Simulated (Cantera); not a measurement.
A Cantera script and its output.

```python
import numpy as np
import cantera as ct

gas = ct.Solution("gri30.yaml")
gas.TPX = 1475, 160000, {'CH2O': 0.027, 'O2': 0.0047, 'N2': 0.64}
reactor = ct.IdealGasConstPressureReactor(gas, energy="off", clone=False)
net = ct.ReactorNet([reactor])
net.rtol, net.atol = 1e-08, 1e-18
show = ['CH2O', 'O2', 'OH', 'H2O', 'HCN', 'CH2CO']
times = np.geomspace(2e-05, 20, 11)

steps = ct.SolutionArray(gas, extra=["t"])
rows = []
print(f"{'t/s':>10s}{'T/K':>9s}{'P/Pa':>11s}" + "".join(f"{s:>11s}" for s in show))
for t in times:
    while net.time < t:
        t_next = net.step()
        steps.append(gas.state, t=t_next)
    rows.append([np.interp(t, steps.t, y) for y in (steps.T, steps.P, *steps(*show).X.T)])
    print(f"{t:10.3e}{rows[-1][0]:9.1f}{rows[-1][1]:11.4g}" + "".join(f"{x:11.3e}" for x in rows[-1][2:]))
rate = np.gradient(steps.T, steps.t)
print("integrator steps:", len(steps.t))
if steps.T.max() > steps.T[0] + 200:
    print(f"time of steepest temperature rise: {steps.t[rate.argmax()]:.4e} s")
gas.TPX = 1475, 160000, {'CH2O': 0.027, 'O2': 0.0047, 'N2': 0.64}
gas.equilibrate("TP")
print(f"equilibrium (TP): T = {gas.T:.1f} K  " + "  ".join(f"{s} {gas[s].X[0]:.3e}" for s in show))
```

Output:

```
       t/s      T/K       P/Pa       CH2O         O2         OH        H2O        HCN      CH2CO
 2.000e-05   1475.0    1.6e+05  3.983e-02  6.929e-03  4.640e-07  3.231e-05  7.131e-15  4.520e-11
 7.962e-05   1475.0    1.6e+05  1.206e-02  4.088e-03  1.671e-05  4.676e-03  8.532e-11  1.299e-07
 3.170e-04   1475.0    1.6e+05  3.008e-09  1.171e-04  6.039e-05  1.158e-02  1.738e-09  5.215e-11
 1.262e-03   1475.0    1.6e+05  1.526e-09  1.362e-07  1.500e-05  9.817e-03  2.920e-09  1.398e-12
 5.024e-03   1475.0    1.6e+05  9.705e-10  7.594e-09  3.619e-06  9.332e-03  2.890e-09  5.204e-13
 2.000e-02   1475.0    1.6e+05  7.902e-10  4.454e-10  8.808e-07  9.239e-03  2.875e-09  2.600e-13
 7.962e-02   1475.0    1.6e+05  7.427e-10  2.716e-11  2.184e-07  9.222e-03  2.902e-09  9.681e-14
 3.170e-01   1475.0    1.6e+05  7.307e-10  1.754e-12  5.586e-08  9.219e-03  2.978e-09  2.879e-14
 1.262e+00   1475.0    1.6e+05  7.274e-10  1.848e-13  1.847e-08  9.218e-03  3.095e-09  1.006e-14
 5.024e+00   1475.0    1.6e+05  7.268e-10  1.109e-13  1.448e-08  9.218e-03  3.366e-09  8.053e-15
 2.000e+01   1475.0    1.6e+05  7.268e-10  1.107e-13  1.447e-08  9.218e-03  4.359e-09  8.302e-15
integrator steps: 2760
equilibrium (TP): T = 1475.0 K  CH2O 7.268e-10  O2 1.107e-13  OH 1.447e-08  H2O 9.218e-03  HCN 7.499e-08  CH2CO 2.627e-14
```

Cantera simulation using GRI-Mech 3.0 (53 species, 325 reactions); the numbers are that mechanism's predictions, not measurements.
